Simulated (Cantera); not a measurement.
Hydrocarbon pyrolysis for carbon deposition

A perfectly stirred reactor is fed with CH₄ : N₂ = 0.37 : 21 (molar parts), at 10.00 Torr; it is held at 1550 K, and followed from long to short residence time.

Detailed kinetics in Cantera: GRI-Mech 3.0 (53 species, 325 reactions). GRI-Mech 3.0 stops at C3 and has no aromatics, soot or wall deposition, so with more carbon than oxygen in the feed, carbon stays in small species such as C2H2 where larger ones or solid carbon would form. Radical loss at walls, strong at low pressure, is not modelled.

```csv
τ (s),x CH₄,x C₂H₆,x C₂H,x C₂H₂,x HCN,x H
0.45,0.0163,2.39e-6,4.32e-10,0.000215,1.72e-9,8.77e-7
0.20,0.0171,7.12e-7,4.40e-11,1.58e-5,5.79e-11,1.80e-7
0.086,0.0173,1.36e-7,3.22e-12,6.53e-7,3.43e-12,6.19e-8
0.038,0.0173,2.40e-8,<1e-12,2.65e-8,<1e-12,4.28e-8
0.017,0.0173,3.86e-9,<1e-12,1.08e-9,<1e-12,3.90e-8
0.0074,0.0173,4.95e-10,<1e-12,3.86e-11,<1e-12,3.77e-8
0.0033,0.0173,5.65e-11,<1e-12,1.47e-12,<1e-12,3.64e-8
0.0014,0.0173,4.74e-12,<1e-12,<1e-12,<1e-12,3.39e-8
0.00063,0.0173,<1e-12,<1e-12,<1e-12,<1e-12,2.95e-8
0.00028,0.0173,<1e-12,<1e-12,<1e-12,<1e-12,2.28e-8
0.00012,0.0173,<1e-12,<1e-12,<1e-12,<1e-12,1.47e-8
```
x: mole fraction; the columns are a selection and need not sum to one.
